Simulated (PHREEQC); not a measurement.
Ca(OH)2 is added in steps, without added water, to 1 kg of water holding 46 mmol/kgw BaCl2, 36 mmol/kgw Na2CO3 and 0.089 mmol/kgw H4SiO4, at 20 °C. Oxygen alone is held at its pressure in air (log pO2 = -0.68). No CO2 enters from the air. Solids allowed: Calcite, Portlandite, Witherite, SiO2(a), Halite, Nahcolite, Natron. Others were left out.

Base run: PHREEQC, ion-association model, wateq4f.dat. Each further column changes one thing. The table gives pH.

```tsv
Ca(OH)2 added (mol)	base	metal-ligand complexes left out	all activity coefficients set to 1	Debye-Hückel limiting law
0	9.01	9.00	8.81	9.13
0.003833	11.91	11.91	12.00	11.87
0.009583	12.29	12.29	12.37	12.25
0.01342	12.42	12.42	12.50	12.38
0.01917	12.56	12.56	12.59	12.52
0.023	12.64	12.64	12.59	12.60
0.02683	12.70	12.70	12.59	12.66
0.03258	12.72	12.72	12.59	12.73
0.03642	12.72	12.72	12.59	12.77
0.04217	12.72	12.72	12.59	12.83
0.046	12.72	12.72	12.59	12.86
```
